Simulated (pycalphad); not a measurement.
# Freezing of Hf-B alloys with rising B

Computed with pycalphad from the COST 507 light-alloy database (1999), at 1 atm. The database dates from 1999; later assessments differ in places, in temperatures and in the compounds included. Amounts are mole fractions of atoms.

Scheil-Gulliver runs (no diffusion in the solid, steps of 4 K) beside full equilibrium.

```
alloy             liquidus (°C)  Scheil, half solid (°C)  Scheil, 80 % solid (°C)  Scheil, invariant end (°C)  liquid left at that end  equilibrium solidus (°C)
----------------  -------------  -----------------------  -----------------------  --------------------------  -----------------------  ------------------------
Hf-2.91B (at.%)            2180                     2129                     1935                        1880                     0.18                      1881
Hf-5.83B (at.%)            2124                     1998     at the invariant end                        1880                     0.37                      1881
Hf-8.74B (at.%)            2061     at the invariant end     at the invariant end                        1880                     0.56                      1881
Hf-11.66B (at.%)           1986     at the invariant end     at the invariant end                        1880                     0.77                      1881
```
